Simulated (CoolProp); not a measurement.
Vapour-liquid equilibrium of R114 (1) + R113 (2) at 4.41 bar; x and y are mole fractions of (1).

The numbers come from the multi-fluid Helmholtz-energy mixture model, Platzer 1990 and Marx 1992; pair parameters Bell 2016 in CoolProp. This equation is an older, rougher fit; its heat capacities, sound speeds and derivatives of the liquid may be far off and weren't checked against measurements.

| x | bubble temperature (°C) | y at the bubble point | dew temperature at overall composition x (°C) | liquid density (mol/L) |
|---|---|---|---|---|
| 0.05 | 96.3 | 0.127 | 98.8 | 7.357 |
| 0.2 | 85.2 | 0.423 | 93.8 | 7.518 |
| 0.35 | 75.9 | 0.624 | 88.2 | 7.655 |
| 0.5 | 68.1 | 0.761 | 81.9 | 7.772 |
| 0.65 | 61.5 | 0.858 | 74.5 | 7.870 |
| 0.8 | 55.9 | 0.929 | 65.6 | 7.954 |
| 0.95 | 51.0 | 0.984 | 54.2 | 8.026 |

No azeotrope shows between x = 0.05 and 0.95.

The pair parameters rest on a limited set of measurements; away from them the model extrapolates.
